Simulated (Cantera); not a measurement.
Transport properties of process gases

Gas mixture: N2 : O2 = 0.37 : 0.22 (molar parts), at 3750 Torr, frozen composition.

Cantera's kinetic-theory transport with the Lennard-Jones parameters of GRI-Mech 3.0, ideal gas; thermal conductivity in the mixture-averaged form.

```json
[
 {"T (K)": "400", "ρ (kg/m³)": "4.43", "cp (J/kg/K)": "1004", "μ (µPa s)": "23.6", "λ (mW/m/K)": "33.2", "Pr": "0.713", "D (cm²/s) C2H2": "0.0568", "D (cm²/s) CH3": "0.0762", "D (cm²/s) N2": "0.0700"},
 {"T (K)": "650", "ρ (kg/m³)": "2.73", "cp (J/kg/K)": "1057", "μ (µPa s)": "33.0", "λ (mW/m/K)": "49.4", "Pr": "0.706", "D (cm²/s) C2H2": "0.133", "D (cm²/s) CH3": "0.176", "D (cm²/s) N2": "0.160"},
 {"T (K)": "900", "ρ (kg/m³)": "1.97", "cp (J/kg/K)": "1117", "μ (µPa s)": "41.0", "λ (mW/m/K)": "64.6", "Pr": "0.708", "D (cm²/s) C2H2": "0.231", "D (cm²/s) CH3": "0.305", "D (cm²/s) N2": "0.277"},
 {"T (K)": "1150", "ρ (kg/m³)": "1.54", "cp (J/kg/K)": "1160", "μ (µPa s)": "48.1", "λ (mW/m/K)": "78.8", "Pr": "0.708", "D (cm²/s) C2H2": "0.349", "D (cm²/s) CH3": "0.460", "D (cm²/s) N2": "0.417"},
 {"T (K)": "1400", "ρ (kg/m³)": "1.27", "cp (J/kg/K)": "1192", "μ (µPa s)": "54.6", "λ (mW/m/K)": "92.1", "Pr": "0.707", "D (cm²/s) C2H2": "0.485", "D (cm²/s) CH3": "0.638", "D (cm²/s) N2": "0.578"},
 {"T (K)": "1650", "ρ (kg/m³)": "1.08", "cp (J/kg/K)": "1216", "μ (µPa s)": "60.8", "λ (mW/m/K)": "105", "Pr": "0.706", "D (cm²/s) C2H2": "0.637", "D (cm²/s) CH3": "0.838", "D (cm²/s) N2": "0.759"},
 {"T (K)": "1900", "ρ (kg/m³)": "0.934", "cp (J/kg/K)": "1236", "μ (µPa s)": "66.6", "λ (mW/m/K)": "117", "Pr": "0.706", "D (cm²/s) C2H2": "0.806", "D (cm²/s) CH3": "1.06", "D (cm²/s) N2": "0.959"},
 {"T (K)": "2150", "ρ (kg/m³)": "0.825", "cp (J/kg/K)": "1252", "μ (µPa s)": "72.1", "λ (mW/m/K)": "128", "Pr": "0.706", "D (cm²/s) C2H2": "0.989", "D (cm²/s) CH3": "1.30", "D (cm²/s) N2": "1.18"},
 {"T (K)": "2400", "ρ (kg/m³)": "0.739", "cp (J/kg/K)": "1266", "μ (µPa s)": "77.4", "λ (mW/m/K)": "139", "Pr": "0.706", "D (cm²/s) C2H2": "1.19", "D (cm²/s) CH3": "1.56", "D (cm²/s) N2": "1.41"}
]
```
D: mixture-averaged diffusion coefficient of that species in the mixture.
